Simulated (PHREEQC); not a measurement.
Consider water at 85 °C with 56 mmol/kgw KOH, 83 mmol/kgw KNO3 and 16 mmol/kgw CO2. Closed to the air; pH follows from the charge balance.

The numbers come from PHREEQC with the ion-association model, phreeqc.dat.

Precipitation was switched off in this run.

**Question.** What pH, specific conductance does the model give?

**Answer.** pH 10.75; specific conductance 48100 µS/cm.

**Question.** In which forms is C present?

**Answer.** CO3-2 91 %, HCO3- 8.8 % of the C.

Complexes and solids missing from the database can't appear. Away from 25 °C the constants follow the database's enthalpies or fits; those with neither stay at their 25 °C values.
